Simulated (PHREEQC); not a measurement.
Consider water at 25 °C with 33 mmol/kgw NaOH and 13 mmol/kgw CO2. Closed to the air; pH follows from the charge balance.

All values are PHREEQC results (ion-association model, wateq4f.dat), not measurements.

Each row changes one thing in this solution. This is a speciation only: nothing precipitates in the calculation.

```csv
case,pH,ionic strength (mol/kgw)
as made,11.78,0.0402
diluted 2-fold with water,11.51,0.0210
temperature from 25 to 30 °C,11.62,0.0391
CO2 from 0.013 to 0.026 mol/kgw,9.57,0.0366
CO2 replaced by Na2CO3 at the same molality,12.42,0.0639
NaOH from 0.033 to 0.0495 mol/kgw,12.28,0.0552
NaOH left out,4.12,7.66e-5
CO2 left out,12.44,0.0330
CO2 from 0.013 to 0.0065 mol/kgw,12.22,0.0365
```

Species that the database lacks are ignored.
